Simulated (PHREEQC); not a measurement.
0.016 g of hydrous ferric oxide (600 m²/g; 0.2 weak and 0.005 strong sites per Fe, Dzombak-Morel constants, diffuse double layer) in 1 kg of water with 0.005 mol/kgw of an inert sodium salt, at 25 °C; the pH is set by adding NaOH or the inert anion's acid. Oxygen is held at 0.21 atm. CO2 from the air is kept out. Precipitation was switched off in this run.

Base run: PHREEQC, ion-association model, wateq4f.dat. Each further column changes one thing. The table gives surface charge σ (C/m²).

```csv
pH,base,background salt from 0.005 to 0.0005 mol/kgw,oxide from 0.016 to 0.08 g/kgw,5.2e-05 mol/kgw NaF added
3,0.302,0.238,0.303,0.190
3.5,0.242,0.152,0.242,0.146
4.5,0.131,0.061,0.131,0.086
5,0.090,0.038,0.090,0.064
5.5,0.059,0.023,0.060,0.047
6.5,0.023,0.008,0.023,0.021
7,0.013,0.004,0.013,0.012
7.5,0.006,0.002,0.006,0.006
8.5,-0.004,-0.001,-0.004,-0.004
9,-0.009,-0.003,-0.009,-0.009
```

The oxide is taken as insoluble; below pH 4 it would dissolve.
